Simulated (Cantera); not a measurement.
A Cantera script and its output.

```python
import numpy as np
import cantera as ct

gas = ct.Solution("gri30.yaml")
gas.TPX = 1075, 13000, {'C3H8': 1, 'H2': 19}
reactor = ct.IdealGasConstPressureReactor(gas, energy="off", clone=False)
net = ct.ReactorNet([reactor])
net.rtol, net.atol = 1e-08, 1e-18
show = ['C3H8', 'H2', 'CH2', 'C2H2', 'C2H6']
times = np.geomspace(1e-06, 100, 11)

steps = ct.SolutionArray(gas, extra=["t"])
rows = []
print(f"{'t/s':>10s}{'T/K':>9s}{'P/Pa':>11s}" + "".join(f"{s:>11s}" for s in show))
for t in times:
    while net.time < t:
        t_next = net.step()
        steps.append(gas.state, t=t_next)
    rows.append([np.interp(t, steps.t, y) for y in (steps.T, steps.P, *steps(*show).X.T)])
    print(f"{t:10.3e}{rows[-1][0]:9.1f}{rows[-1][1]:11.4g}" + "".join(f"{x:11.3e}" for x in rows[-1][2:]))
rate = np.gradient(steps.T, steps.t)
print("integrator steps:", len(steps.t))
if steps.T.max() > steps.T[0] + 200:
    print(f"time of steepest temperature rise: {steps.t[rate.argmax()]:.4e} s")
gas.TPX = 1075, 13000, {'C3H8': 1, 'H2': 19}
gas.equilibrate("TP")
print(f"equilibrium (TP): T = {gas.T:.1f} K  " + "  ".join(f"{s} {gas[s].X[0]:.3e}" for s in show))
```

Result:

```
       t/s      T/K       P/Pa       C3H8         H2        CH2       C2H2       C2H6
 1.000e-06   1075.0    1.3e+04  5.000e-02  9.500e-01  1.013e-20  8.829e-22  1.390e-11
 6.310e-06   1075.0    1.3e+04  5.000e-02  9.500e-01  2.992e-18  3.407e-19  5.381e-10
 3.981e-05   1075.0    1.3e+04  5.000e-02  9.500e-01  9.101e-16  4.114e-16  1.820e-08
 2.512e-04   1075.0    1.3e+04  4.999e-02  9.500e-01  1.916e-13  9.920e-13  3.397e-07
 1.585e-03   1075.0    1.3e+04  4.977e-02  9.498e-01  1.058e-11  1.730e-09  3.089e-06
 1.000e-02   1075.0    1.3e+04  4.546e-02  9.459e-01  4.848e-11  7.585e-07  4.443e-05
 6.310e-02   1075.0    1.3e+04  2.316e-02  9.257e-01  2.502e-11  3.928e-05  5.031e-04
 3.981e-01   1075.0    1.3e+04  1.054e-03  9.048e-01  1.091e-12  4.374e-04  2.694e-03
 2.512e+00   1075.0    1.3e+04  3.364e-06  9.026e-01  3.577e-13  1.334e-03  3.721e-03
 1.585e+01   1075.0    1.3e+04  2.877e-06  8.967e-01  3.478e-13  2.744e-03  3.164e-03
 1.000e+02   1075.0    1.3e+04  1.954e-06  8.790e-01  2.609e-13  1.845e-03  1.924e-03
integrator steps: 1022
equilibrium (TP): T = 1075.0 K  C3H8 1.680e-09  H2 8.501e-01  CH2 1.975e-15  C2H2 8.203e-06  C2H6 8.611e-06
```

Cantera simulation using GRI-Mech 3.0 (53 species, 325 reactions); the numbers are that mechanism's predictions, not measurements. GRI-Mech 3.0 was tuned for natural gas; its chemistry of propane as a main component is partial and can be far from experiment. GRI-Mech 3.0 stops at C3 and has no aromatics, soot or wall deposition, so with more carbon than oxygen in the feed, carbon stays in small species such as C2H2 where larger ones or solid carbon would form.
